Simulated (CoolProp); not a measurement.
Model: reference Helmholtz-energy equation of state, Span 1996, in CoolProp.

### Question
For carbon dioxide, give the phase and the cp (kJ/(kg K)), cv (kJ/(kg K)), speed of sound (m/s) at 512.7 K and 0.0942 MPa; 512.7 K and 0.397 MPa; 512.7 K and 0.642 MPa.

### Answer
- 512.7 K and 0.0942 MPa: gas; cp 1.02, cv 0.834, speed of sound 345
- 512.7 K and 0.397 MPa: gas; cp 1.03, cv 0.835, speed of sound 344
- 512.7 K and 0.642 MPa: gas; cp 1.03, cv 0.835, speed of sound 344
